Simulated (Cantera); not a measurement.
Input: 1 mol SiH₂Cl₂, a varied amount of N₂O, held at 702 °C and 40.0 Pa.

These are equilibrium values from Cantera (NASA tables, ideal gas, pure condensed phases), not measurements of a reactor. Candidate condensed phases: H₂O, NH₄Cl, Si, SiO₂, Si₂N₂O, Si₃N₄; 47 gas species. The tables' values for SiCl₃ are old estimates; treat these amounts as uncertain. Kinetics and transport are ignored.

Problem. At 0.28 mol N₂O, list the 4 most abundant gas species with their mole fractions, and the condensed phases.

Solution. H₂ 0.553, SiCl₄ 0.270, HCl 0.167, SiHCl₃ 0.00511. Condensed: Si₂N₂O(s).
